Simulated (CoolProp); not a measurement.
Vapour-liquid equilibrium of hydrogen sulfide (1) + toluene (2) at 330.8 K; x and y are mole fractions of (1).

The numbers come from the multi-fluid Helmholtz-energy mixture model, Lemmon 2006 and Lemmon 2006; pair parameters Bell 2016 in CoolProp.

Question: Give the bubble pressure and the first vapour's composition at x = 0.05, 0.2, 0.5. Is there an azeotrope?

Answer: x = 0.05: 0.2024 MPa, y = 0.916; x = 0.2: 0.6763 MPa, y = 0.975; x = 0.5: 1.660 MPa, y = 0.991. No azeotrope shows between x = 0.05 and 0.95.

The pair parameters rest on a limited set of measurements; away from them the model extrapolates.
